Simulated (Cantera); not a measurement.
An isothermal, constant-pressure homogeneous reactor starts with CO : O2 : H2O : N2 = 0.012 : 0.018 : 0.00044 : 1 (molar parts), equivalence ratio 0.33, at 1473 K and 43000 Pa. Integrator tolerance rtol = 1e-08.

Cantera simulation using GRI-Mech 3.0 (53 species, 325 reactions); the numbers are that mechanism's predictions, not measurements.

| quantity | before | after |
|---|---|---|
| x(CO) at 40.0 s | 5.38e-7 (gas-phase equilibrium 5.42e-7) | 2.52e-7 (gas-phase equilibrium 2.49e-7) |
| x(O2) at 40.0 s | 0.0117 (gas-phase equilibrium 0.0116) | 0.00243 (gas-phase equilibrium 0.00237) |
| x(H2O) at 40.0 s | 0.000428 (gas-phase equilibrium 0.000428) | 8.90e-5 (gas-phase equilibrium 8.90e-5) |
| x(NO2) at 40.0 s | 9.02e-9 (gas-phase equilibrium 2.51e-7) | 2.36e-9 (gas-phase equilibrium 5.19e-8) |
| x(O) at 40.0 s | 4.63e-7 (gas-phase equilibrium 4.61e-7) | 2.16e-7 (gas-phase equilibrium 2.09e-7) |
| x(OH) at 40.0 s | 2.43e-6 (gas-phase equilibrium 2.42e-6) | 7.55e-7 (gas-phase equilibrium 7.42e-7) |
| x(NO) at 40.0 s | 1.00e-5 (gas-phase equilibrium 0.000281) | 5.67e-6 (gas-phase equilibrium 0.000128) |

Problem. What was changed between the two runs?
A. N2 1 to 0.3 parts
B. temperature 1473 to 850 K
C. N2 1 to 4.9 parts
D. pressure from 43000 Pa to 100000 Pa

Solution. C, N2 1 to 4.9 parts
